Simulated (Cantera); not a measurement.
## SiH2Cl2 + H2 (silicon epitaxy and polysilicon growth)

A closed system holds: 1 mol SiH2Cl2, 820 mol H2, equilibrated at 61.5 Torr.

Equilibrium computed with Cantera from the NASA thermochemical tables; the gas is ideal and each condensed phase is pure. Candidate condensed phases: Si; 19 gas species. Gases not in the tables: Si2H6 and higher silanes. Kinetics and transport are ignored.

From 850 K to 1650 K the condensed part is Si(s). At 1750 K the condensed part is Si(l). The main Si-bearing gas is SiHCl3 at 850 K and SiH2 at 1750 K.

```json
[
 {"T (K)": "850", "log p H2": "-1.09", "log p HCl": "-4.09", "log p H": "-11.23", "log p SiHCl3": "-4.68", "n Si(s)": "0.635", "n Si(l)": "0"},
 {"T (K)": "950", "log p H2": "-1.09", "log p HCl": "-3.79", "log p H": "-9.80", "log p SiHCl3": "-5.17", "n Si(s)": "0.879", "n Si(l)": "0"},
 {"T (K)": "1050", "log p H2": "-1.09", "log p HCl": "-3.71", "log p H": "-8.63", "log p SiHCl3": "-6.07", "n Si(s)": "0.975", "n Si(l)": "0"},
 {"T (K)": "1150", "log p H2": "-1.09", "log p HCl": "-3.71", "log p H": "-7.67", "log p SiHCl3": "-6.97", "n Si(s)": "0.987", "n Si(l)": "0"},
 {"T (K)": "1250", "log p H2": "-1.09", "log p HCl": "-3.71", "log p H": "-6.86", "log p SiHCl3": "-7.74", "n Si(s)": "0.987", "n Si(l)": "0"},
 {"T (K)": "1350", "log p H2": "-1.09", "log p HCl": "-3.71", "log p H": "-6.17", "log p SiHCl3": "-8.40", "n Si(s)": "0.986", "n Si(l)": "0"},
 {"T (K)": "1450", "log p H2": "-1.09", "log p HCl": "-3.71", "log p H": "-5.57", "log p SiHCl3": "-8.96", "n Si(s)": "0.984", "n Si(l)": "0"},
 {"T (K)": "1550", "log p H2": "-1.09", "log p HCl": "-3.71", "log p H": "-5.05", "log p SiHCl3": "-9.45", "n Si(s)": "0.981", "n Si(l)": "0"},
 {"T (K)": "1650", "log p H2": "-1.09", "log p HCl": "-3.71", "log p H": "-4.59", "log p SiHCl3": "-9.88", "n Si(s)": "0.971", "n Si(l)": "0"},
 {"T (K)": "1750", "log p H2": "-1.09", "log p HCl": "-3.71", "log p H": "-4.18", "log p SiHCl3": "-10.32", "n Si(s)": "0", "n Si(l)": "0.945"}
]
```
log p: log10 of the partial pressure in bar; n: condensed amount in mol.
